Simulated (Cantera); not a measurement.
**Low-pressure radical oxidation in H2/O2**

An isothermal, constant-pressure homogeneous reactor starts with H₂ : O₂ : N₂ = 0.026 : 1 : 0.55 (molar parts), equivalence ratio 0.013, at 1150 K and 2670 Pa.

Computed with Cantera and the H2/O2 subset of GRI-Mech 3.0, which has no nitrogen chemistry. Radical loss at walls, strong at low pressure, is not modelled.

| t (s) | x H₂ | x O₂ | x HO₂ | x H₂O | x H |
|---|---|---|---|---|---|
| 8.00e-5 | 0.0165 | 0.635 | 5.76e-10 | 8.29e-11 | 3.19e-10 |
| 0.000250 | 0.0165 | 0.635 | 1.81e-9 | 1.53e-9 | 9.48e-10 |
| 0.000779 | 0.0165 | 0.635 | 6.03e-9 | 5.01e-8 | 1.23e-8 |
| 0.00243 | 0.0164 | 0.634 | 8.13e-7 | 0.000107 | 2.33e-5 |
| 0.00758 | 0.000174 | 0.622 | 3.02e-6 | 0.0151 | 0.00141 |
| 0.0237 | 8.54e-5 | 0.626 | 2.38e-6 | 0.0159 | 0.000547 |
| 0.0738 | 2.44e-5 | 0.630 | 1.36e-6 | 0.0164 | 8.25e-5 |
| 0.230 | 3.83e-6 | 0.631 | 4.78e-7 | 0.0165 | 5.30e-6 |
| 0.719 | 5.09e-7 | 0.631 | 1.13e-7 | 0.0166 | 2.68e-7 |
| 2.24 | 7.89e-8 | 0.631 | 2.38e-8 | 0.0166 | 1.70e-8 |
| 7.00 | 1.56e-8 | 0.631 | 5.85e-9 | 0.0166 | 1.55e-9 |
x: mole fraction; the columns are a selection and need not sum to one.

Equilibrium at this temperature and pressure: H₂ 5.54e-10, O₂ 0.631, HO₂ 2.83e-9, H₂O 0.0166, H 1.08e-11 (gas phase only).
